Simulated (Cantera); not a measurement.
An isothermal, constant-pressure homogeneous reactor starts with 56.8 % NO, 43.2 % N2, at 1500 K and 97.5 Torr.

Computed with Cantera and GRI-Mech 3.0 (53 species, 325 reactions).

Question: Predict: x(NO) at 300 s; x(O2) at 300 s; x(N2O) at 300 s; x(NO2) at 300 s; x(N2) at 300 s; x(O) at 300 s.

Answer: x(NO) at 300 s: 0.400 (gas-phase equilibrium 0.00136)
x(O2) at 300 s: 0.0835 (gas-phase equilibrium 0.283)
x(N2O) at 300 s: 4.96e-5 (gas-phase equilibrium 2.87e-8)
x(NO2) at 300 s: 0.000483 (gas-phase equilibrium 3.04e-6)
x(N2) at 300 s: 0.516 (gas-phase equilibrium 0.715)
x(O) at 300 s: 3.37e-6 (gas-phase equilibrium 6.02e-6)
